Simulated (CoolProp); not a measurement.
Model: reference Helmholtz-energy equation of state, Guder 2009, in CoolProp.

### Question
Give the vapour pressure (bar), vapour density (kg/m³), liquid cp (kJ/(kg K)), surface tension (mN/m) of saturated sulfur hexafluoride at 254.4, 259.6 K.

### Answer
```tsv
T (K)	p (bar)	vapour density (kg/m³)	liquid cp (kJ/(kg K))	surface tension (mN/m)
254.4	7.18	58.7	0.944	7.01
259.6	8.44	69.2	0.966	6.29
```

Surface tension comes from a separate correlation (Mulero 2012).
